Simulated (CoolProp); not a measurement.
Vapour-liquid equilibrium of ethylene (1) + n-perfluorobutane (2) at -18.85 °C; x and y are mole fractions of (1).

The numbers come from the multi-fluid Helmholtz-energy mixture model, Smukala 2000 and Gao 2022; pair parameters Bell 2016 in CoolProp.

Give the bubble pressure and the first vapour's composition at x = 0.5, 0.8, 0.875. Is there an azeotrope?

x = 0.5: 1705 kPa, y = 0.965; x = 0.8: 2074 kPa, y = 0.975; x = 0.875: 2232 kPa, y = 0.982. No azeotrope shows between x = 0.05 and 0.95.

The pair parameters rest on a limited set of measurements; away from them the model extrapolates. The gap from Raoult's law changes sign with composition, which may be real or a fault of the pair parameters; it wasn't checked against measurements. With so large a gap from Raoult's law the liquid may split in two, which this calculation doesn't test in full.
